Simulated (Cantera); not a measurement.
An adiabatic, constant-pressure homogeneous reactor starts with CH4 : H2 : O2 : N2 = 1 : 0.26 : 4.73 : 17.8 (molar parts), equivalence ratio 0.45, at 1275 K and 1400000 Pa. Integrator tolerance rtol = 1e-08.

Cantera simulation using GRI-Mech 3.0 (53 species, 325 reactions); the numbers are that mechanism's predictions, not measurements. The pressure lies above the range GRI-Mech 3.0 was tuned for (to about 10 atm).

Q: What does this change do: initial temperature 1275 to 1300 K?

A: 
```csv
quantity,before,after
time of steepest temperature rise,0.262 ms,0.208 ms
temperature at 5.00 s,2208 K,2229 K
equilibrium temperature,2208 K,2229 K
x(CH4) at 5.00 s,<1e-12 (gas-phase equilibrium <1e-12),<1e-12 (gas-phase equilibrium <1e-12)
x(H2) at 5.00 s,9.39e-5 (gas-phase equilibrium 9.39e-5),0.000107 (gas-phase equilibrium 0.000107)
x(O2) at 5.00 s,0.105 (gas-phase equilibrium 0.105),0.105 (gas-phase equilibrium 0.105)
x(O) at 5.00 s,0.000248 (gas-phase equilibrium 0.000248),0.000282 (gas-phase equilibrium 0.000282)
x(C2H) at 5.00 s,<1e-12 (gas-phase equilibrium <1e-12),<1e-12 (gas-phase equilibrium <1e-12)
x(CH2CO) at 5.00 s,<1e-12 (gas-phase equilibrium <1e-12),<1e-12 (gas-phase equilibrium <1e-12)
```

Q: What does this change do: constant volume in place of constant pressure?

A: 
```
quantity                                                              before                                      after
---------------------------------  -----------------------------------------  -----------------------------------------
time of steepest temperature rise                                   0.262 ms                                   0.241 ms
temperature at 5.00 s                                                 2208 K                                     2425 K
equilibrium temperature                                               2208 K                                     2425 K
x(CH4) at 5.00 s                       <1e-12 (gas-phase equilibrium <1e-12)      <1e-12 (gas-phase equilibrium <1e-12)
x(H2) at 5.00 s                      9.39e-5 (gas-phase equilibrium 9.39e-5)  0.000233 (gas-phase equilibrium 0.000233)
x(O2) at 5.00 s                          0.105 (gas-phase equilibrium 0.105)        0.102 (gas-phase equilibrium 0.102)
x(O) at 5.00 s                     0.000248 (gas-phase equilibrium 0.000248)  0.000617 (gas-phase equilibrium 0.000617)
x(C2H) at 5.00 s                       <1e-12 (gas-phase equilibrium <1e-12)      <1e-12 (gas-phase equilibrium <1e-12)
x(CH2CO) at 5.00 s                     <1e-12 (gas-phase equilibrium <1e-12)      <1e-12 (gas-phase equilibrium <1e-12)
```
